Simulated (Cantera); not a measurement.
A closed system holds: 1 mol B2H6, 65 mol H2, 0.21 mol NH3, held at 1400 K and 0.100 bar.

Cantera equilibrium calculation (NASA polynomials, part measured and part estimated; ideal gas, pure solids and liquids). Candidate condensed phases: B, BN; 15 gas species. The feed counts by its element totals alone. Mutual solubility and eutectic melting of coexisting phases are not modelled. Equilibrium is a limit: real reactors are often held back by kinetics, nucleation or transport.

Base state: H2 1.000, H 1.54e-5 (mole fractions); condensed: B(s) + BN(s).

What changes in the equilibrium state with this change: B2H6 replaced by B2O3?


| species | before | after |
|---|---|---|
| H2 | 1.000 | 0.997 |
| N2 | 3.12e-9 | 0.00143 |
| HBO2 | 0 | 0.000609 |
| H2O | 0 | 0.000424 |
| HBO | 0 | 0.000401 |
| B(s), mol | 1.79 | 0 |
| BN(s), mol | 0.210 | 0.0228 |
| B2O3(l), mol | 0 | 0.954 |
Further candidate phases: B2O3, B3O3H3, H2O.

What changes in the equilibrium state with this change: B2H6 replaced by BCl3?


```csv
species,before,after
H2,1.000,0.955
HCl,0,0.0443
BCl3,0,0.000201
H,1.54e-5,1.50e-5
"B(s), mol",1.79,0.775
"BN(s), mol",0.210,0.210
```
Gases not in the tables: BHCl2. Further candidate phases: NH4Cl.
